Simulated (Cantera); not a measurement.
A Cantera script and what it prints.

```python
import numpy as np
import cantera as ct

gas_names = """
    AL ALN ALO ALO2 AL2 AL2O AL2O2 N NO NO2 NO3 N2 N2O O O2 O3
""".split()
cond_names = """
    AL(cr) AL(L) ALN(s) AL2O3(a) AL2O3(L)
""".split()


# ... load() reads the species with a 1 bar reference pressure and builds the phases ...
atoms = {
    'Al': {'AL': 1},
    'N2O': {'N': 2, 'O': 1},
    'N2': {'N': 2},
}
top_T = {'ALN(s)': 2750}  # K; cautious upper limits of use, not melting points


# ... equilibrate(T, P, feed) seeds the gas with the atoms and calls Mixture.equilibrate('TP', solver="vcs", rtol=1e-11, max_steps=5000) ...
results = []
feed = {'Al': 1, 'N2O': 15, 'N2': 300}  # mol
P = 22  # Pa
for T in [650, 800, 950, 1100, 1250, 1400, 1550, 1700, 1850, 2000, 2150]:
    mix = equilibrate(T, P, feed)
    results.append((T, P, feed, dict(zip(mix.species_names, mix.species_moles))))

top = {s: max(r[3][s] / sum(r[3][g] for g in gas_names) for r in results) for s in gas_names}
cols = sorted((s for s in top if top[s] > 1e-06), key=lambda s: -top[s])[:9]
seen = [c for c in cond_names if any(r[3].get(c, 0) > 1e-12 for r in results)]
print("log10 of partial pressures in bar; condensed amounts in mol")
print(f"{'T/K':>10s}" + "".join(f"{s[:9]:>10s}" for s in cols + seen))
for T, P, feed, n in results:
    ng = sum(n[g] for g in gas_names)
    print(f"{T:10.4g}" + "".join(f"{np.log10(max(n[s] / ng * P / 1e5, 1e-99)):10.3f}" for s in cols)
          + "".join(f"{n.get(c, 0):10.4g}" for c in seen))
```

Output:

```
log10 of partial pressures in bar; condensed amounts in mol
       T/K        N2        O2         O        NO       ALO        AL  AL2O3(a)
       650    -3.667    -5.336   -19.556   -11.185   -58.709   -74.562       0.5
       800    -3.667    -5.336   -15.766    -9.809   -45.144   -57.019       0.5
       950    -3.667    -5.336   -13.166    -8.867   -35.887   -45.037       0.5
      1100    -3.667    -5.336   -11.271    -8.181   -29.172   -36.340       0.5
      1250    -3.667    -5.337    -9.828    -7.661   -24.083   -29.743       0.5
      1400    -3.667    -5.339    -8.693    -7.252   -20.096   -24.571       0.5
      1550    -3.667    -5.342    -7.778    -6.924   -16.887   -20.407       0.5
      1700    -3.667    -5.351    -7.025    -6.656   -14.251   -16.982       0.5
      1850    -3.668    -5.374    -6.402    -6.439   -12.044   -14.108       0.5
      2000    -3.669    -5.433    -5.891    -6.276   -10.162   -11.641    0.4999
      2150    -3.671    -5.575    -5.497    -6.181    -8.524    -9.455    0.4975
```

Equilibrium computed with Cantera from the NASA thermochemical tables; the gas is ideal and each condensed phase is pure.
